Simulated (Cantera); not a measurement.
A closed system holds: 1 mol TiCl4, 0.087 mol C3H8, equilibrated at 73000 Pa.

Method: chemical equilibrium by Gibbs-energy minimisation in Cantera with the NASA 1993 tables (ideal gas, pure condensed phases). Candidate condensed phases: C, C6H6, C7H8, C8H18, Ti, TiC, TiCl2, TiCl3, TiCl4; 96 gas species. TiC: taken at fixed stoichiometry. Kinetics and transport are ignored.

### Question
Which condensed phases are stable at each of these points (T (K)): 1075, 1150, 1225, 1300, 1375, 1450, 1525, 1600, 1675, 1750, 1825, 1900, 1975?

### Answer
```json
[
 {"T (K)": "1075", "condensed phases": "C(graphite) + TiC(s)", "Ti condensed (%)": "2.3"},
 {"T (K)": "1150", "condensed phases": "C(graphite) + TiC(s)", "Ti condensed (%)": "2.9"},
 {"T (K)": "1225", "condensed phases": "C(graphite) + TiC(s)", "Ti condensed (%)": "3.4"},
 {"T (K)": "1300", "condensed phases": "C(graphite) + TiC(s)", "Ti condensed (%)": "3.6"},
 {"T (K)": "1375", "condensed phases": "C(graphite) + TiC(s)", "Ti condensed (%)": "3.6"},
 {"T (K)": "1450", "condensed phases": "C(graphite) + TiC(s)", "Ti condensed (%)": "3.3"},
 {"T (K)": "1525", "condensed phases": "C(graphite) + TiC(s)", "Ti condensed (%)": "2.6"},
 {"T (K)": "1600", "condensed phases": "C(graphite) + TiC(s)", "Ti condensed (%)": "1.7"},
 {"T (K)": "1675", "condensed phases": "C(graphite) + TiC(s)", "Ti condensed (%)": "0.7"},
 {"T (K)": "1750", "condensed phases": "C(graphite)", "Ti condensed (%)": "0.0"},
 {"T (K)": "1825", "condensed phases": "C(graphite)", "Ti condensed (%)": "0.0"},
 {"T (K)": "1900", "condensed phases": "C(graphite)", "Ti condensed (%)": "0.0"},
 {"T (K)": "1975", "condensed phases": "C(graphite)", "Ti condensed (%)": "0.0"}
]
```

From 1075 K to 1675 K the condensed part is C(graphite) + TiC(s). From 1750 K to 1975 K the condensed part is C(graphite).
